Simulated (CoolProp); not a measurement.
Vapour-liquid equilibrium of R125 (1) + ethanol (2) at 0.134 MPa; x and y are mole fractions of (1).

Values from CoolProp's multi-fluid Helmholtz-energy mixture model, Lemmon 2005 and Schroeder 2014; pair parameters Bell 2016.

| x | bubble temperature (K) | y at the bubble point | dew temperature at overall composition x (K) | liquid density (mol/L) |
|---|---|---|---|---|
| 0.05 | 285.2 | 0.973 | 357.4 | 16.98 |
| 0.2 | 249.4 | 0.998 | 352.9 | 16.78 |
| 0.35 | 241.3 | 0.999 | 347.6 | 16.09 |
| 0.5 | 237.9 | 0.999 | 341.2 | 15.32 |
| 0.65 | 235.9 | 1.000 | 333.0 | 14.50 |
| 0.8 | 234.3 | 1.000 | 320.9 | 13.65 |
| 0.95 | 232.0 | 1.000 | 295.1 | 12.75 |

No azeotrope shows between x = 0.05 and 0.95.

The pair parameters rest on a limited set of measurements; away from them the model extrapolates. With so large a gap from Raoult's law the liquid may split in two, which this calculation doesn't test in full.
